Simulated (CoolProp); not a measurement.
Vapour-liquid equilibrium of R125 (1) + isobutane (2) at 1.89 bar; x and y are mole fractions of (1).

Values from CoolProp's multi-fluid Helmholtz-energy mixture model, Lemmon 2005 and Bücker 2006; pair parameters Bell 2016.

| x | bubble temperature, mixture model (°C) | bubble temperature, Raoult's law (°C) | y, mixture model | y, Raoult's law |
|---|---|---|---|---|
| 0.05 | -8.2 | 1.0 | 0.398 | 0.183 |
| 0.15 | -22.6 | -6.2 | 0.685 | 0.436 |
| 0.25 | -28.8 | -11.8 | 0.777 | 0.599 |
| 0.35 | -31.7 | -16.5 | 0.815 | 0.711 |
| 0.45 | -33.0 | -20.4 | 0.833 | 0.792 |
| 0.55 | -33.6 | -23.7 | 0.842 | 0.853 |
| 0.65 | -34.0 | -26.6 | 0.850 | 0.899 |
| 0.75 | -34.4 | -29.2 | 0.862 | 0.936 |
| 0.85 | -34.7 | -31.5 | 0.886 | 0.965 |
| 0.95 | -34.8 | -33.5 | 0.943 | 0.990 |

The largest gap from Raoult's law is -17.0 K in bubble temperature, at x = 0.25. y crosses x between x = 0.85 and 0.95: the model has an azeotrope there.

Pair parameters are fitted to limited data, so mixtures are less certain than the pure fluids. With so large a gap from Raoult's law the liquid may split in two, which this calculation doesn't test in full.
